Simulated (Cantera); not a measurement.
## Low-pressure radical oxidation in H2/O2

An isothermal, constant-pressure homogeneous reactor starts with H2 : O2 = 0.4 : 7.4 (molar parts), equivalence ratio 0.027, at 1275 K and 0.00582 atm.

Cantera simulation using the H2/O2 subset of GRI-Mech 3.0, which has no nitrogen chemistry; the numbers are that mechanism's predictions, not measurements. Radical loss at walls, strong at low pressure, is not modelled. The temperature is held fixed by assumption; the heat of reaction is taken as removed at once.

```json
[
 {"t (s)": "7.00e-6", "x H2": "0.0513", "x O2": "0.949", "x HO2": "5.26e-10", "x H2O": "<1e-12", "x H2O2": "<1e-12", "x OH": "2.51e-11"},
 {"t (s)": "2.11e-5", "x H2": "0.0513", "x O2": "0.949", "x HO2": "1.59e-9", "x H2O": "1.16e-11", "x H2O2": "<1e-12", "x OH": "2.05e-10"},
 {"t (s)": "6.38e-5", "x H2": "0.0513", "x O2": "0.949", "x HO2": "4.79e-9", "x H2O": "2.68e-10", "x H2O2": "<1e-12", "x OH": "1.49e-9"},
 {"t (s)": "0.000192", "x H2": "0.0513", "x O2": "0.949", "x HO2": "1.45e-8", "x H2O": "5.18e-9", "x H2O2": "4.72e-12", "x OH": "9.07e-9"},
 {"t (s)": "0.000581", "x H2": "0.0513", "x O2": "0.949", "x HO2": "4.37e-8", "x H2O": "1.11e-7", "x H2O2": "4.26e-11", "x OH": "7.70e-8"},
 {"t (s)": "0.00175", "x H2": "0.0513", "x O2": "0.949", "x HO2": "1.41e-7", "x H2O": "1.64e-5", "x H2O2": "3.82e-10", "x OH": "8.24e-6"},
 {"t (s)": "0.00529", "x H2": "0.00248", "x O2": "0.909", "x HO2": "1.39e-6", "x H2O": "0.0413", "x H2O2": "5.96e-8", "x OH": "0.00594"},
 {"t (s)": "0.0160", "x H2": "0.000862", "x O2": "0.908", "x HO2": "1.24e-6", "x H2O": "0.0448", "x H2O2": "3.49e-8", "x OH": "0.00433"},
 {"t (s)": "0.0482", "x H2": "0.000772", "x O2": "0.913", "x HO2": "1.21e-6", "x H2O": "0.0457", "x H2O2": "3.51e-8", "x OH": "0.00411"},
 {"t (s)": "0.145", "x H2": "0.000560", "x O2": "0.923", "x HO2": "1.10e-6", "x H2O": "0.0478", "x H2O2": "3.49e-8", "x OH": "0.00352"},
 {"t (s)": "0.439", "x H2": "0.000246", "x O2": "0.937", "x HO2": "8.16e-7", "x H2O": "0.0504", "x H2O2": "3.06e-8", "x OH": "0.00234"},
 {"t (s)": "1.33", "x H2": "5.36e-5", "x O2": "0.945", "x HO2": "3.74e-7", "x H2O": "0.0519", "x H2O2": "1.87e-8", "x OH": "0.00110"},
 {"t (s)": "4.00", "x H2": "8.03e-6", "x O2": "0.947", "x HO2": "1.02e-7", "x H2O": "0.0524", "x H2O2": "7.52e-9", "x OH": "0.000427"}
]
```
x: mole fraction; the columns are a selection and need not sum to one.

Equilibrium at this temperature and pressure: H2 3.91e-8, O2 0.947, HO2 1.83e-8, H2O 0.0526, H2O2 1.77e-10, OH 2.99e-5 (gas phase only).
